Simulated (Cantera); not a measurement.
Feed: 1 mol CS₂, 0.44 mol H₂O, 0.23 mol O₂, 7.3 mol H₂, held at 1050 K and 1.00 bar.

Cantera equilibrium calculation (NASA polynomials, part measured and part estimated; ideal gas, pure solids and liquids). Candidate condensed phases: C, C₆H₆, C₇H₈, C₈H₁₈, H₂O, H₂SO₄, S; 123 gas species. The numbers say what is thermodynamically allowed, not how fast it happens.

Base state: H₂ 0.633, H₂S 0.238, CO 0.0925, CH₄ 0.0229, H₂O 0.0106, CO₂ 0.00183, COS 0.00110, CS₂ 0.000158 (mole fractions); condensed: C(graphite).

### Question
What changes in the equilibrium state with this change: pressure from 1.00 bar to 10.0 mbar?

### Answer
```json
[
 {"species": "H₂", "before": "0.633", "after": "0.680"},
 {"species": "H₂S", "before": "0.238", "after": "0.205"},
 {"species": "CO", "before": "0.0925", "after": "0.102"},
 {"species": "CH₄", "before": "0.0229", "after": "0.000265"},
 {"species": "H₂O", "before": "0.0106", "after": "0.000126"},
 {"species": "CS₂", "before": "0.000158", "after": "0.0101"},
 {"species": "CO₂", "before": "0.00183", "after": "2.22e-5"},
 {"species": "S₂", "before": "2.15e-5", "after": "0.00138"},
 {"species": "SH", "before": "4.64e-6", "after": "3.85e-5"},
 {"species": "COS", "before": "0.00110", "after": "0.000969"},
 {"species": "C(graphite), mol", "before": "0.0112", "after": "0.0108"}
]
```
Gases not in the tables: S₃ to S₇.

### Question
What changes in the equilibrium state with this change: 0.21 mol NH₃ added?

### Answer
```
species             before     after
----------------  --------  --------
H₂                   0.633     0.636
H₂S                  0.238     0.227
CO                  0.0925    0.0883
N₂                       0    0.0120
H₂O                 0.0106    0.0102
CH₄                 0.0229    0.0232
NH₃                      0   2.36e-5
CS₂               0.000158  0.000141
S₂                 2.15e-5   1.93e-5
COS                0.00110  0.000994
C(graphite), mol    0.0112         0
```
